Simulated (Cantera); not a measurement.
Mixture: 10.4 % CH4, 16.0 % O2, 60.1 % N2, 13.5 % CO2, equivalence ratio 1.3, at 7500 Torr, adiabatic and at constant pressure. Ignition delay is the time to a rise of 400 K.

Cantera simulation using GRI-Mech 3.0 (53 species, 325 reactions); the numbers are that mechanism's predictions, not measurements.

### Question
Predict: delay at 1250 K; delay at 1400 K; delay at 1550 K; delay at 1700 K; delay at 1850 K; apparent activation energy between 1775 and 1925 K.

### Answer
```
Property                                                Result
--------------------------------------------------  ----------
delay at 1250 K                                        3.62 ms
delay at 1400 K                                       0.722 ms
delay at 1550 K                                       0.168 ms
delay at 1700 K                                        45.1 µs
delay at 1850 K                                        14.7 µs
apparent activation energy between 1775 and 1925 K  190 kJ/mol
```
